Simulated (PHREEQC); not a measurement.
Consider water at 40 °C with 0.042 mol/kgw Na3PO4. Closed to the air; pH follows from the charge balance.

All values are PHREEQC results (ion-association model, phreeqc.dat), not measurements.

Each row changes one thing in this solution. No solid was allowed to form.

```tsv
case	pH	ionic strength (mol/kgw)
as made	11.61	0.216
Na3PO4 from 0.042 to 0.063 mol/kgw	11.66	0.334
Na3PO4 replaced by NaF at the same molality	7.67	0.0413
diluted 10-fold with water	11.04	0.0177
diluted 2-fold with water	11.49	0.101
temperature from 40 to 45 °C	11.51	0.212
```

Away from 25 °C the constants follow the database's enthalpies or fits; those with neither stay at their 25 °C values.
